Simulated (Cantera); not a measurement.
Charge: 1 mol B, a varied amount of H2O, 0.85 mol H2, equilibrated at 13.3 mbar.

Cantera equilibrium calculation (NASA polynomials, part measured and part estimated; ideal gas, pure solids and liquids). Candidate condensed phases: B, B2O3, B3O3H3, H2O; 23 gas species. Mutual solubility and eutectic melting of coexisting phases are not modelled. Gases not in the tables: H3BO3. The numbers say what is thermodynamically allowed, not how fast it happens.

Stable condensed phases, one row left out:

```
T in K \ n(H2O) in mol
         0.16 0.23 0.35 0.52 0.78  1.2  1.7  2.6  3.9  5.8
   2023     A    A    A    A    A    B    B    B    B    B
   1923     A    A    A    A    A    B    B    B    B    B
   1823     A    A    A    A    A    B    B    B    B    B
   1723     A    A    A    A    A    B    C    B    B    B
   1523     D    D    D    D    D    D    C    C    C    B
   1423     D    D    D    D    D    D    C    C    C    C
   1323     D    D    D    D    D    D    C    C    C    C
   1223     D    D    D    D    D    D    C    C    C    C
   1123     D    D    D    D    D    D    C    C    C    C
```

A: B; B: gas only; C: B2O3; D: B + B2O3.

Give the row for 1623 K.

0.16: B; 0.23: B; 0.35: B; 0.52: B + B2O3; 0.78: B + B2O3; 1.2: B + B2O3; 1.7: B2O3; 2.6: gas only; 3.9: gas only; 5.8: gas only.
